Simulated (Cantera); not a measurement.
# Calcination and drying: MgSO4 + C + H2

Charge: 1 mol MgSO4, 0.14 mol C, 0.088 mol H2, held at 0.100 bar.

Method: chemical equilibrium by Gibbs-energy minimisation in Cantera with the NASA 1993 tables (ideal gas, pure condensed phases). Candidate condensed phases: C, C6H6, C7H8, C8H18, H2O, H2SO4, Mg, MgCO3, MgO, Mg(OH)2, MgS, MgSO4, S; 130 gas species. Equilibrium is a limit: real reactors are often held back by kinetics, nucleation or transport.

From 1473 K to 2073 K the condensed part is MgO(s).

```tsv
T (K)	x SO2	x O2	x CO2	x H2O	x SO3	x OH	n MgO(s)
1473	0.645	0.203	0.0908	0.0571	0.00395	8.20e-5	1.00
1523	0.646	0.203	0.0908	0.0570	0.00307	0.000127	1.00
1573	0.646	0.204	0.0908	0.0570	0.00242	0.000191	1.00
1623	0.646	0.204	0.0907	0.0569	0.00193	0.000280	1.00
1673	0.646	0.204	0.0907	0.0568	0.00157	0.000402	1.00
1723	0.647	0.204	0.0907	0.0567	0.00129	0.000564	1.00
1773	0.647	0.204	0.0906	0.0566	0.00107	0.000776	1.00
1823	0.647	0.204	0.0905	0.0564	0.000897	0.00105	1.000
1873	0.646	0.204	0.0904	0.0562	0.000760	0.00140	1.000
1923	0.646	0.204	0.0902	0.0560	0.000649	0.00183	1.000
1973	0.646	0.204	0.0899	0.0556	0.000559	0.00236	1.000
2023	0.645	0.204	0.0895	0.0552	0.000485	0.00300	1.000
2073	0.644	0.204	0.0889	0.0547	0.000424	0.00377	1.000
```
x: gas mole fraction; n: condensed amount in mol.
